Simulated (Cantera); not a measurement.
Input (Python, Cantera) and output of one run.

```python
import numpy as np
import cantera as ct

gas_names = """
    F F2 FS2F,fluorodisu N NF NF2 NF3 N2 S SF SF2 SF3 SF4 SF5 SF6 SN S2 S2F2,thiothiony S8 Si SiF SiF2
    SiF3 SiF4 SiN SiS Si2 Si2N Si3
""".split()
cond_names = """
    S(cr1) S(cr2) S(L) Si(cr) Si(L) Si3N4(a)
""".split()


# ... load() reads the species with a 1 bar reference pressure and builds the phases ...
atoms = {
    'Si': {'Si': 1},
    'SF6': {'S': 1, 'F': 6},
    'N2': {'N': 2},
}
top_T = {'Si3N4(a)': 2400}  # K; cautious upper limits of use, not melting points


# ... equilibrate(T, P, feed) seeds the gas with the atoms and calls Mixture.equilibrate('TP', solver="vcs", rtol=1e-11, max_steps=5000) ...
results = []
T = 1700  # K
P = 133.322  # Pa
for m in [0.92, 1.6, 2.9, 5.2, 9.2, 16, 29]:
    feed = {'Si': 1, 'SF6': 1.5, 'N2': m}  # mol
    mix = equilibrate(T, P, feed)
    results.append((T, P, feed, dict(zip(mix.species_names, mix.species_moles))))

top = {s: max(r[3][s] / sum(r[3][g] for g in gas_names) for r in results) for s in gas_names}
cols = sorted((s for s in top if top[s] > 1e-06), key=lambda s: -top[s])[:8]
seen = [c for c in cond_names if any(r[3].get(c, 0) > 1e-12 for r in results)]
print("log10 of partial pressures in bar; condensed amounts in mol")
print(f"{'n(N2)':>10s}" + "".join(f"{s[:9]:>10s}" for s in cols + seen))
for T, P, feed, n in results:
    ng = sum(n[g] for g in gas_names)
    print(f"{feed['N2']:10.4g}" + "".join(f"{np.log10(max(n[s] / ng * P / 1e5, 1e-99)):10.3f}" for s in cols)
          + "".join(f"{n.get(c, 0):10.4g}" for c in seen))
```

Output:

```
log10 of partial pressures in bar; condensed amounts in mol
     n(N2)        N2         F       SF2      SiF4       SF3        SF       SF4 S2F2,thio
      0.92    -3.641    -3.312    -3.471    -3.605    -4.795    -5.193    -5.356    -5.447
       1.6    -3.454    -3.361    -3.524    -3.658    -4.896    -5.197    -5.505    -5.455
       2.9    -3.282    -3.439    -3.610    -3.744    -5.061    -5.204    -5.748    -5.470
       5.2    -3.148    -3.548    -3.733    -3.864    -5.292    -5.218    -6.088    -5.498
       9.2    -3.051    -3.683    -3.894    -4.015    -5.589    -5.244    -6.521    -5.550
        16    -2.987    -3.834    -4.092    -4.191    -5.938    -5.291    -7.020    -5.644
        29    -2.943    -4.005    -4.351    -4.405    -6.367    -5.379    -7.621    -5.820
```

These are equilibrium values from Cantera (NASA tables, ideal gas, pure condensed phases), not measurements of a reactor. The tables' values for SF3, S2F2 (SSF2), FS2F (FSSF) are old estimates; treat these amounts as uncertain.
